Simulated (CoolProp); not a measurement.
Vapour-liquid equilibrium of R125 (1) + dimethyl ether (2) at 285.1 K; x and y are mole fractions of (1).

Computed with CoolProp (multi-fluid Helmholtz-energy mixture model, Lemmon 2005 and Wu 2011; pair parameters Bell 2016).

```
x      bubble pressure, mixture model (MPa)  bubble pressure, Raoult's law (MPa)  y, mixture model  y, Raoult's law
-----  ------------------------------------  -----------------------------------  ----------------  ---------------
0.05                                 0.4072                               0.4257             0.071            0.113
0.125                                0.4238                               0.4680             0.177            0.257
0.2                                       …                               0.5103             0.281            0.377
0.275                                     …                               0.5526             0.384            0.479
0.35                                 0.4935                               0.5949             0.484            0.566
0.425                                0.5260                               0.6373             0.578            0.641
0.5                                  0.5643                               0.6796             0.665            0.708
0.575                                     …                               0.7219                 …            0.766
0.65                                 0.6600                               0.7642             0.812            0.818
0.725                                0.7174                               0.8066             0.870            0.864
0.8                                  0.7802                               0.8489             0.918            0.906
0.875                                0.8470                               0.8912             0.955            0.944
0.95                                 0.9158                               0.9335             0.985            0.979
```

Task: What belongs in the gaps?

Result: 
- 0.2, bubble pressure, mixture model (MPa): 0.4431
- 0.275, bubble pressure, mixture model (MPa): 0.4661
- 0.575, bubble pressure, mixture model (MPa): 0.6089
- 0.575, y, mixture model: 0.744

The largest gap from Raoult's law is -17.5 % in bubble pressure, at x = 0.425. No azeotrope shows between x = 0.05 and 0.95.

Pair parameters are fitted to limited data, so mixtures are less certain than the pure fluids.
